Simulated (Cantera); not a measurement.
# Transport properties of process gases

Gas mixture: H2O : O2 = 0.56 : 0.18 (molar parts), at 100.0 Torr, frozen composition.

Cantera's kinetic-theory transport with the Lennard-Jones parameters of GRI-Mech 3.0, ideal gas; thermal conductivity in the mixture-averaged form. Polar gases are described roughly by these parameters.

| T (K) | ρ (kg/m³) | cp (J/kg/K) | μ (µPa s) | λ (mW/m/K) | Pr | D (cm²/s) C2H2 | D (cm²/s) N2 | D (cm²/s) CO2 |
|---|---|---|---|---|---|---|---|---|
| 400 | 0.0859 | 1553 | 16.9 | 36.2 | 0.724 | 2.25 | 2.91 | 2.13 |
| 650 | 0.0528 | 1674 | 26.8 | 62.7 | 0.716 | 5.58 | 7.00 | 5.36 |
| 900 | 0.0382 | 1803 | 36.2 | 92.1 | 0.709 | 10.00 | 12.4 | 9.68 |
| 1150 | 0.0299 | 1931 | 44.9 | 123 | 0.708 | 15.4 | 18.8 | 14.9 |
| 1400 | 0.0245 | 2045 | 53.1 | 153 | 0.709 | 21.5 | 26.3 | 21.0 |
| 1650 | 0.0208 | 2144 | 60.9 | 184 | 0.711 | 28.5 | 34.7 | 27.9 |
| 1900 | 0.0181 | 2228 | 68.1 | 213 | 0.712 | 36.2 | 43.9 | 35.5 |
D: mixture-averaged diffusion coefficient of that species in the mixture.
